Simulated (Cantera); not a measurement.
## Adiabatic ignition

An adiabatic, constant-pressure homogeneous reactor starts with 12.0 % CH4, 18.5 % O2, 69.5 % N2, equivalence ratio 1.3, at 1550 K and 29000 Pa.

Detailed kinetics in Cantera: GRI-Mech 3.0 (53 species, 325 reactions).

| t (s) | T (K) | x CH4 | x O2 | x H2 | x CH2O | x C2H6 | x NO | x HCO |
|---|---|---|---|---|---|---|---|---|
| 5.00e-6 | 1550 | 0.120 | 0.185 | 9.45e-8 | 2.64e-9 | 1.09e-12 | <1e-12 | <1e-12 |
| 1.29e-5 | 1550 | 0.120 | 0.185 | 2.81e-7 | 2.06e-8 | 2.35e-11 | <1e-12 | <1e-12 |
| 3.35e-5 | 1550 | 0.120 | 0.185 | 7.92e-7 | 1.55e-7 | 4.74e-10 | <1e-12 | 2.64e-12 |
| 8.65e-5 | 1550 | 0.120 | 0.185 | 2.33e-6 | 1.22e-6 | 1.02e-8 | <1e-12 | 2.35e-11 |
| 0.000224 | 1550 | 0.120 | 0.185 | 8.51e-6 | 1.11e-5 | 2.76e-7 | <1e-12 | 2.93e-10 |
| 0.000579 | 1550 | 0.120 | 0.185 | 5.44e-5 | 0.000115 | 1.04e-5 | <1e-12 | 6.62e-9 |
| 0.00150 | 1564 | 0.115 | 0.182 | 0.00144 | 0.00150 | 0.000479 | 1.04e-11 | 4.97e-7 |
| 0.00387 | 2656 | <1e-12 | 0.00779 | 0.0473 | 3.63e-10 | <1e-12 | 0.00120 | 5.19e-8 |
| 0.0100 | 2681 | <1e-12 | 0.00664 | 0.0474 | 4.09e-10 | <1e-12 | 0.00396 | 5.12e-8 |
| 0.0259 | 2679 | <1e-12 | 0.00645 | 0.0477 | 4.12e-10 | <1e-12 | 0.00485 | 5.11e-8 |
| 0.0670 | 2679 | <1e-12 | 0.00645 | 0.0477 | 4.12e-10 | <1e-12 | 0.00486 | 5.11e-8 |
| 0.173 | 2679 | <1e-12 | 0.00645 | 0.0477 | 4.12e-10 | <1e-12 | 0.00486 | 5.11e-8 |
| 0.448 | 2679 | <1e-12 | 0.00645 | 0.0477 | 4.12e-10 | <1e-12 | 0.00486 | 5.11e-8 |
| 1.16 | 2679 | <1e-12 | 0.00645 | 0.0477 | 4.12e-10 | <1e-12 | 0.00486 | 5.11e-8 |
| 3.00 | 2679 | <1e-12 | 0.00645 | 0.0477 | 4.12e-10 | <1e-12 | 0.00486 | 5.11e-8 |
x: mole fraction; the columns are a selection and need not sum to one.

```
Item                                                                 Value
---------------------------------  ---------------------------------------
time of steepest temperature rise                                  2.13 ms
temperature at 3.00 s                                               2679 K
equilibrium temperature                                             2679 K
x(CH4) at 3.00 s                     <1e-12 (gas-phase equilibrium <1e-12)
x(O2) at 3.00 s                    0.00645 (gas-phase equilibrium 0.00645)
x(H2) at 3.00 s                      0.0477 (gas-phase equilibrium 0.0477)
```
